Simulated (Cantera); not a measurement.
**Thermodynamics of hydrogen reduction and annealing atmospheres, feed PbO + H₂ + H₂O**

Charge: 1 mol PbO, 0.57 mol H₂, 0.051 mol H₂O, held at 1.00 bar.

Cantera equilibrium calculation (NASA polynomials, part measured and part estimated; ideal gas, pure solids and liquids). Candidate condensed phases: H₂O, Pb, PbO, PbO₂, Pb₃O₄; 12 gas species. Each liquid is taken as pure. Mutual solubility and eutectic melting of coexisting phases are not modelled. Gases not in the tables: (PbO)n polymers. The numbers say what is thermodynamically allowed, not how fast it happens.

| T (°C) | x H₂O | x Pb | x H₂ | x PbO | n Pb(l) | n PbO(red) | n PbO(yellow) | n PbO(l) |
|---|---|---|---|---|---|---|---|---|
| 450 | 1.000 | 3.10e-9 | 4.17e-5 | <1e-12 | 0.570 | 0.430 | 0 | 0 |
| 500 | 1.000 | 2.31e-8 | 5.49e-5 | 1.60e-11 | 0.570 | 0 | 0.430 | 0 |
| 550 | 1.000 | 1.34e-7 | 7.06e-5 | 2.27e-10 | 0.570 | 0 | 0.430 | 0 |
| 600 | 1.000 | 6.36e-7 | 8.89e-5 | 2.36e-9 | 0.570 | 0 | 0.430 | 0 |
| 650 | 1.000 | 2.54e-6 | 0.000110 | 1.89e-8 | 0.570 | 0 | 0.430 | 0 |
| 700 | 1.000 | 8.75e-6 | 0.000133 | 1.21e-7 | 0.570 | 0 | 0.430 | 0 |
| 750 | 1.000 | 2.67e-5 | 0.000160 | 6.43e-7 | 0.570 | 0 | 0.430 | 0 |
| 800 | 1.000 | 7.31e-5 | 0.000189 | 2.91e-6 | 0.570 | 0 | 0.430 | 0 |
| 850 | 1.000 | 0.000183 | 0.000222 | 1.14e-5 | 0.570 | 0 | 0.430 | 0 |
| 900 | 0.999 | 0.000422 | 0.000265 | 3.86e-5 | 0.570 | 0 | 0 | 0.430 |
| 950 | 0.999 | 0.000908 | 0.000340 | 0.000108 | 0.569 | 0 | 0 | 0.430 |
| 1000 | 0.997 | 0.00184 | 0.000429 | 0.000280 | 0.569 | 0 | 0 | 0.430 |
x: gas mole fraction; n: condensed amount in mol.

At 450 °C the condensed part is Pb(l) + PbO(red). From 500 °C to 850 °C the condensed part is Pb(l) + PbO(yellow). From 900 °C to 1000 °C the condensed part is Pb(l) + PbO(l).
